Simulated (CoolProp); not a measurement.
Model: reference Helmholtz-energy equation of state, Lemmon 2006, in CoolProp. It is a short technical equation, of lower accuracy than the large ones.

Give the vapour pressure (kPa), vapour density (kg/m³), enthalpy of vaporisation (kJ/kg), liquid cp (kJ/(kg K)) of saturated nitrous oxide at 277.5 K.


| T (K) | p (kPa) | vapour density (kg/m³) | enthalpy of vaporisation (kJ/kg) | liquid cp (kJ/(kg K)) |
|---|---|---|---|---|
| 277.5 | 3480 | 96.9 | 221 | 2.38 |
